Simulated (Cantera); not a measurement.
What does this Cantera script print?

```python
import numpy as np
import cantera as ct

gas_names = [...]  # 113 gases of nasa_gas.yaml made of C, Cu, H, O
cond_names = """
    C(gr) C6H6(L) C7H8(L) C8H18(L),n-octa Cu(cr) Cu(L) CuO(s) CuO2H2(s) Cu2O(s) Cu2O(L) H2O(s) H2O(L)
""".split()


# ... load() reads the species with a 1 bar reference pressure and builds the phases ...
atoms = {
    'CuO': {'Cu': 1, 'O': 1},
    'CH4': {'C': 1, 'H': 4},
    'CO': {'C': 1, 'O': 1},
}
top_T = {'C(gr)': 4500, 'CuO(s)': 1390}  # K; cautious upper limits of use, not melting points


# ... equilibrate(T, P, feed) seeds the gas with the atoms and calls Mixture.equilibrate('TP', solver="vcs", rtol=1e-11, max_steps=5000) ...
results = []
T = 2350  # K
P = 13332.2  # Pa
for m in [0.52, 0.99, 1.5, 1.9, 2.4, 2.9, 3.4, 3.8]:
    feed = {'CuO': 1, 'CH4': m, 'CO': 0.58}  # mol
    mix = equilibrate(T, P, feed)
    results.append((T, P, feed, dict(zip(mix.species_names, mix.species_moles))))

top = {s: max(r[3][s] / sum(r[3][g] for g in gas_names) for r in results) for s in gas_names}
cols = sorted((s for s in top if top[s] > 0.001), key=lambda s: -top[s])[:7]
seen = [c for c in cond_names if any(r[3].get(c, 0) > 1e-12 for r in results)]
print("log10 of partial pressures in bar; condensed amounts in mol")
print(f"{'n(CH4)':>10s}" + "".join(f"{s[:9]:>10s}" for s in cols + seen))
for T, P, feed, n in results:
    ng = sum(n[g] for g in gas_names)
    print(f"{feed['CH4']:10.4g}" + "".join(f"{np.log10(max(n[s] / ng * P / 1e5, 1e-99)):10.3f}" for s in cols)
          + "".join(f"{n.get(c, 0):10.4g}" for c in seen))
```

Result:

```
log10 of partial pressures in bar; condensed amounts in mol
    n(CH4)        H2        CO        Cu       H2O       CO2         H C2H2,acet     C(gr)
      0.52    -1.569    -1.375    -1.381    -1.803    -2.370    -2.688   -14.993         0
      0.99    -1.254    -1.342    -1.542    -3.599    -4.447    -2.531   -10.390         0
       1.5    -1.162    -1.428    -1.630    -7.032    -8.058    -2.485    -3.421    0.4675
       1.9    -1.118    -1.487    -1.688    -7.046    -8.175    -2.463    -3.376    0.8588
       2.4    -1.079    -1.550    -1.751    -7.071    -8.303    -2.444    -3.338     1.348
       2.9    -1.052    -1.606    -1.807    -7.100    -8.413    -2.430    -3.311     1.837
       3.4    -1.032    -1.655    -1.855    -7.129    -8.512    -2.420    -3.290     2.326
       3.8    -1.019    -1.690    -1.891    -7.151    -8.583    -2.414    -3.278     2.717
```

Equilibrium computed with Cantera from the NASA thermochemical tables; the gas is ideal and each condensed phase is pure.
